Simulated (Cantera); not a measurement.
Carbothermic reduction: Cu2O + CH4 + N2

Charge: 1 mol Cu2O, 0.43 mol CH4, 15 mol N2.

Equilibrium computed with Cantera from the NASA thermochemical tables; the gas is ideal and each condensed phase is pure. Candidate condensed phases: C, C6H6, C7H8, C8H18, Cu, CuO, Cu(OH)2, Cu2O, H2O; 139 gas species. The numbers say what is thermodynamically allowed, not how fast it happens.

Stable condensed phases:

```
T in °C \ P in Pa
              10      32     100     320    1000    3200   10000   32000  100000  320000 1000000
   1627        A       A       A       A       A       B       B       B       B       B       B
   1527        A       A       A       A       B       B       B       B       B       B       B
   1427        A       A       A       B       B       B       B       B       B       B       B
   1327        A       A       B       B       B       B       B       B       B       B       B
   1227        B       B       B       B       B       B       B       B       B       B       B
   1127        B       B       B       B       B       B       B       B       B       B       B
   1027        B       B       B       B       B       B       B       B       B       B       B
    927        B       B       B       B       B       B       B       B       B       B       B
    827        B       B       B       B       B       B       B       B       B       B       B
    727        B       B       B       B       B       B       B       B       B       B       B
    627        B       B       B       B       B       B       B       B       B       B       B
```

A: gas only; B: Cu.
